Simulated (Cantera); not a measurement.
Cantera with NASA thermochemical tables; ideal gases at 1 bar, condensed phases pure. Values are per mole of reaction as written; species without (g) are pure solids or liquids, kept so even where they would boil at 1 bar.

### Question
Between 1598 and 2273 K, where is each reaction favourable under standard conditions?
- P4(g) + 5 O2(g) = P4O10(g)

### Answer
- P4(g) + 5 O2(g) = P4O10(g): ΔG° is -1553 kJ at 1598 K and -986 kJ at 2273 K; it stays negative (K > 1). ΔH° is -2873 kJ and ΔS° -830 J/K at 2273 K.
